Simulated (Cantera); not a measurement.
Input: 1 mol Si, 0.099 mol O2, 57 mol N2, 0.64 mol H2O, held at 1.00 bar.

Equilibrium computed with Cantera from the NASA thermochemical tables; the gas is ideal and each condensed phase is pure. Candidate condensed phases: H2O, Si, SiO2, Si2N2O, Si3N4; 35 gas species. N2 is the only nitrogen source here; it is nearly inert below about 1500 K, so the nitride shown seldom forms there in practice. Mutual solubility and eutectic melting of coexisting phases are not modelled. The tables' values for SiN are old estimates; treat these amounts as uncertain. The tables hold silica as quartz up to 1696 K and as liquid above; real silica turns to tridymite and cristobalite and melts near 1996 K. The numbers say what is thermodynamically allowed, not how fast it happens.

x: gas mole fraction; n: condensed amount in mol.

| T (K) | x N2 | x SiO | x H2 | x H | x Si | x H2O | x SiN | n SiO2(β-quartz) | n Si2N2O(s) | n SiO2(condensed) |
|---|---|---|---|---|---|---|---|---|---|---|
| 1423 | 0.989 | 2.53e-7 | 0.0112 | 7.02e-7 | <1e-12 | 7.21e-6 | <1e-12 | 0.225 | 0.387 | 0 |
| 1473 | 0.989 | … | 0.0112 | … | <1e-12 | … | <1e-12 | 0.225 | 0.387 | 0 |
| 1523 | 0.989 | 4.10e-6 | 0.0112 | 2.44e-6 | <1e-12 | 8.99e-6 | <1e-12 | 0.225 | 0.387 | 0 |
| 1573 | 0.989 | … | 0.0112 | … | … | … | 3.21e-12 | 0.225 | 0.387 | 0 |
| 1623 | 0.989 | 4.67e-5 | 0.0112 | 7.30e-6 | 2.04e-11 | 1.09e-5 | 1.61e-11 | 0.224 | 0.387 | 0 |
| 1673 | 0.989 | 0.000141 | 0.0112 | 1.20e-5 | 1.11e-10 | 1.19e-5 | 7.32e-11 | 0.222 | 0.385 | 0 |
| 1723 | 0.988 | 0.000396 | 0.0112 | 1.93e-5 | 5.47e-10 | 1.28e-5 | 3.05e-10 | 0 | 0.380 | 0.217 |
| 1773 | 0.988 | 0.00105 | 0.0111 | 3.00e-5 | 2.46e-9 | 1.36e-5 | 1.18e-9 | 0 | 0.368 | 0.205 |
| 1823 | 0.986 | 0.00262 | 0.0111 | 4.57e-5 | 1.02e-8 | 1.45e-5 | 4.20e-9 | 0 | 0.337 | 0.175 |
| 1873 | 0.983 | 0.00624 | 0.0110 | 6.78e-5 | 3.93e-8 | 1.52e-5 | 1.40e-8 | 0 | 0.268 | 0.105 |
| 1923 | 0.977 | 0.0116 | 0.0109 | 9.86e-5 | 1.72e-7 | 1.06e-5 | 5.37e-8 | 0 | 0.163 | 0 |
| 1973 | 0.977 | 0.0116 | 0.0109 | 0.000141 | 1.25e-6 | 2.38e-6 | 3.43e-7 | 0 | 0.162 | 0 |
| 2023 | 0.977 | 0.0116 | 0.0109 | 0.000198 | 8.20e-6 | 5.73e-7 | 2.00e-6 | 0 | 0.161 | 0 |
| 2073 | 0.977 | 0.0117 | 0.0109 | 0.000274 | 4.88e-5 | 1.49e-7 | 1.06e-5 | 0 | 0.158 | 0 |

Q: Fill in the missing entries.

A: 
- 1473, x SiO: 1.07e-6
- 1473, x H: 1.34e-6
- 1473, x H2O: 8.09e-6
- 1573, x SiO: 1.44e-5
- 1573, x H: 4.30e-6
- 1573, x Si: 3.38e-12
- 1573, x H2O: 9.93e-6
